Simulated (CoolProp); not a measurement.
Saturation properties of cyclohexane.

Model: reference Helmholtz-energy equation of state, Zhou 2014, in CoolProp.

| T (°C) | p (MPa) | enthalpy of vaporisation (kJ/kg) | liquid cp (kJ/(kg K)) | surface tension (mN/m) |
|---|---|---|---|---|
| 61.05 | (withheld) | 369.5 | 2.031 | 20.2 |
| 67.25 | 0.06634 | 365.4 | 2.061 | 19.4 |
| 73.35 | 0.08076 | 361.3 | 2.091 | 18.7 |
| 79.55 | 0.09783 | 357.2 | 2.122 | 18.0 |
| 85.65 | 0.1172 | 353.0 | 2.152 | 17.3 |
| 91.85 | 0.1399 | 348.6 | (withheld) | 16.6 |
| 97.95 | 0.1654 | 344.3 | 2.215 | (withheld) |
| 104.15 | 0.1948 | 339.8 | 2.247 | 15.3 |
| 110.25 | 0.2275 | 335.3 | 2.280 | 14.6 |

Question: Fill in the missing entries.

Answer: 
- 61.05, p (MPa): 0.05385
- 91.85, liquid cp (kJ/(kg K)): 2.184
- 97.95, surface tension (mN/m): 16.0

It boils at 80.7 °C under 1 atm.

Surface tension comes from a separate correlation (Mulero 2012).
